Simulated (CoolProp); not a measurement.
Vapour-liquid equilibrium of trans-2-butene (1) + acetone (2) at 368.5 K; x and y are mole fractions of (1).

Model: multi-fluid Helmholtz-energy mixture model, Lemmon 2005 and Lemmon 2006; pair parameters Bell 2016, in CoolProp.

```json
[
 {"x": "0.05", "bubble pressure, mixture model (kPa)": "440.4", "bubble pressure, Raoult's law (kPa)": "382.0", "y, mixture model": "0.264", "y, Raoult's law": "0.180"},
 {"x": "0.125", "bubble pressure, mixture model (kPa)": "590.6", "bubble pressure, Raoult's law (kPa)": "460.3", "y, mixture model": "0.470", "y, Raoult's law": "0.373"},
 {"x": "0.2", "bubble pressure, mixture model (kPa)": "720.0", "bubble pressure, Raoult's law (kPa)": "538.6", "y, mixture model": "0.583", "y, Raoult's law": "0.510"},
 {"x": "0.275", "bubble pressure, mixture model (kPa)": "829.2", "bubble pressure, Raoult's law (kPa)": "616.9", "y, mixture model": "0.654", "y, Raoult's law": "0.612"},
 {"x": "0.35", "bubble pressure, mixture model (kPa)": "920.3", "bubble pressure, Raoult's law (kPa)": "695.2", "y, mixture model": "0.703", "y, Raoult's law": "0.692"},
 {"x": "0.425", "bubble pressure, mixture model (kPa)": "996.7", "bubble pressure, Raoult's law (kPa)": "773.5", "y, mixture model": "0.741", "y, Raoult's law": "0.755"},
 {"x": "0.5", "bubble pressure, mixture model (kPa)": "1062", "bubble pressure, Raoult's law (kPa)": "851.8", "y, mixture model": "0.771", "y, Raoult's law": "0.806"},
 {"x": "0.575", "bubble pressure, mixture model (kPa)": "1119", "bubble pressure, Raoult's law (kPa)": "930.1", "y, mixture model": "0.798", "y, Raoult's law": "0.849"},
 {"x": "0.65", "bubble pressure, mixture model (kPa)": "1171", "bubble pressure, Raoult's law (kPa)": "1008", "y, mixture model": "0.825", "y, Raoult's law": "0.886"},
 {"x": "0.725", "bubble pressure, mixture model (kPa)": "1220", "bubble pressure, Raoult's law (kPa)": "1087", "y, mixture model": "0.852", "y, Raoult's law": "0.917"},
 {"x": "0.8", "bubble pressure, mixture model (kPa)": "1267", "bubble pressure, Raoult's law (kPa)": "1165", "y, mixture model": "0.883", "y, Raoult's law": "0.943"},
 {"x": "0.875", "bubble pressure, mixture model (kPa)": "1311", "bubble pressure, Raoult's law (kPa)": "1243", "y, mixture model": "0.919", "y, Raoult's law": "0.967"},
 {"x": "0.95", "bubble pressure, mixture model (kPa)": "1351", "bubble pressure, Raoult's law (kPa)": "1322", "y, mixture model": "0.964", "y, Raoult's law": "0.988"}
]
```

The largest gap from Raoult's law is +34.4 % in bubble pressure, at x = 0.275. No azeotrope shows between x = 0.05 and 0.95.

The pair parameters rest on a limited set of measurements; away from them the model extrapolates.
